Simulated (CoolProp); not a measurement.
A single-stage vapour-compression cycle with the fluid: evaporating at 240.15 K (dew point), condensing at 288.15 K (bubble point), superheat 0 K, subcooling 0 K, compressor efficiency 0.75, no pressure losses. The same conditions are run with several fluids, on thermodynamics alone (safety and materials aside).

The numbers come from the reference Helmholtz-energy equation of state of each fluid (cis-2-butene: Lemmon 2005; R143a: Lemmon and Jacobsen 2000; R134a: Tillner-Roth 1994; carbonyl sulfide: Lemmon 2006; R410A: Lemmon 2003; chloromethane (R40): Thol 2014) in CoolProp. Blends and air are pseudo-pure fits.

```json
[
 {"fluid": "cis-2-butene", "cooling COP": "3.21", "pressure ratio": "7.89", "discharge temperature (K)": "321.5", "refrigerating effect (kJ/kg)": "[?]", "volumetric capacity (kJ/m³)": "191"},
 {"fluid": "R143a", "cooling COP": "[?]", "pressure ratio": "5.07", "discharge temperature (K)": "309.2", "refrigerating effect (kJ/kg)": "146", "volumetric capacity (kJ/m³)": "1260"},
 {"fluid": "R134a", "cooling COP": "3.04", "pressure ratio": "6.69", "discharge temperature (K)": "312.6", "refrigerating effect (kJ/kg)": "158", "volumetric capacity (kJ/m³)": "610"},
 {"fluid": "carbonyl sulfide", "cooling COP": "3.10", "pressure ratio": "4.70", "discharge temperature (K)": "357.9", "refrigerating effect (kJ/kg)": "236", "volumetric capacity (kJ/m³)": "1570"},
 {"fluid": "R410A", "cooling COP": "2.95", "pressure ratio": "5.30", "discharge temperature (K)": "329.9", "refrigerating effect (kJ/kg)": "185", "volumetric capacity (kJ/m³)": "1730"},
 {"fluid": "chloromethane (R40)", "cooling COP": "3.13", "pressure ratio": "6.35", "discharge temperature (K)": "[?]", "refrigerating effect (kJ/kg)": "361", "volumetric capacity (kJ/m³)": "631"}
]
```

Q: Fill in the missing entries.

A: 
- cis-2-butene, refrigerating effect (kJ/kg): 346
- R143a, cooling COP: 2.90
- chloromethane (R40), discharge temperature (K): 382.5
